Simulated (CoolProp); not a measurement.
Computed with CoolProp (reference Helmholtz-energy equation of state, Lemmon 2006). It is a short technical equation, of lower accuracy than the large ones.

Problem. For acetone, give the phase and the cp (kJ/(kg K)), cv (kJ/(kg K)), Joule-Thomson coefficient (K/MPa) at 192.55 °C and 130 kPa; 149.95 °C and 2860 kPa.

Solution. 
- 192.55 °C and 130 kPa: gas; cp 1.80, cv 1.64, Joule-Thomson coefficient 15.9
- 149.95 °C and 2860 kPa: liquid; cp 2.62, cv 1.81, Joule-Thomson coefficient 0.0762
